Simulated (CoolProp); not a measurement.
A single-stage vapour-compression cycle with the fluid: evaporating at 247.15 K (dew point), condensing at 277.15 K (bubble point), superheat 10 K, subcooling 0 K, compressor efficiency 0.75, no pressure losses. The same conditions are run with several fluids, on thermodynamics alone (safety and materials aside).

Model: reference Helmholtz-energy equation of state of each fluid (R1336mzz(E): Akasaka 2023; isobutene: Lemmon 2005; isobutane: Bücker 2006; R11: Jacobsen 1992; R404A: Lemmon 2003; chloromethane (R40): Thol 2014), in CoolProp. Blends and air are pseudo-pure fits.

| fluid | cooling COP | pressure ratio | discharge temperature (K) | refrigerating effect (kJ/kg) | volumetric capacity (kJ/m³) |
|---|---|---|---|---|---|
| R1336mzz(E) | 5.47 | 4.27 | 291.7 | 142 | 222 |
| isobutene | 5.57 | 3.39 | 301.8 | 357 | 432 |
| isobutane | 5.54 | 3.23 | 297.1 | 325 | 506 |
| R11 | 5.64 | 4.15 | 314.2 | 178 | 132 |
| R404A | 5.17 | 2.90 | 299.8 | 155 | 1810 |
| chloromethane (R40) | 5.40 | 3.21 | 347.7 | 391 | 880 |
